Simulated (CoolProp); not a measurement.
Isobutene along the isotherm 355.2 K: density (kg/m³) from the reference equation and from simpler models built on Tc = 418.1 K, pc = 4016 kPa, ω = 0.193; each cubic takes its own stable root.

Values from CoolProp's reference Helmholtz-energy equation of state, Lemmon 2005. It is a short technical equation, of lower accuracy than the large ones.

```
p (kPa)   phase  reference
-------  ------  ---------
913         gas      20.53
1830     liquid      508.5
2740     liquid      512.5
3650     liquid      516.3
4560     liquid      519.8
5480     liquid      523.1
6390     liquid      526.2
7300     liquid      529.2
8210     liquid      532.0
9130     liquid      534.6
10000    liquid      537.1
```

**Question.** How far does each simpler model (van der Waals, Redlich-Kwong, Peng-Robinson) lie from the reference over these 11 states: mean and median of the absolute difference, and the worst?

**Answer.** 
- van der Waals: mean 37.0 %, median 34.3 %, worst -90.8 % at 355.2 K and 1830 kPa
- Redlich-Kwong: mean 10.4 %, median 10.7 %, worst -14.1 % at 355.2 K and 1830 kPa
- Peng-Robinson: mean 2.8 %, median 3.1 %, worst +4.4 % at 355.2 K and 10000 kPa

At some of these states van der Waals gives the other phase, because its saturation line lies elsewhere.
